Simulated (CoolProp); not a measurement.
Properties of carbon dioxide along the isotherm 287.8 K.

Model: reference Helmholtz-energy equation of state, Span 1996, in CoolProp.

```
p (bar)   phase  cp (kJ/(kg K))  cv (kJ/(kg K))  conductivity (mW/(m K))
-------  ------  --------------  --------------  -----------------------
0.583       gas          0.8375          0.6458                     15.8
1.33        gas          0.8434               ?                     15.9
3.02        gas          0.8572               ?                     16.0
6.87        gas          0.8913          0.6647                     16.2
15.6        gas          0.9868          0.6945                     16.9
35.6        gas           1.430          0.7957                     19.9
81       liquid               ?          0.9372                     99.1
184      liquid               ?          0.9205                      115
```

Q: Fill in the missing entries.

A: 
- 1.33, cv (kJ/(kg K)): 0.6479
- 3.02, cv (kJ/(kg K)): 0.6529
- 81, cp (kJ/(kg K)): 2.640
- 184, cp (kJ/(kg K)): 2.078

Thermal conductivity comes from a separate model (Huber 2016).
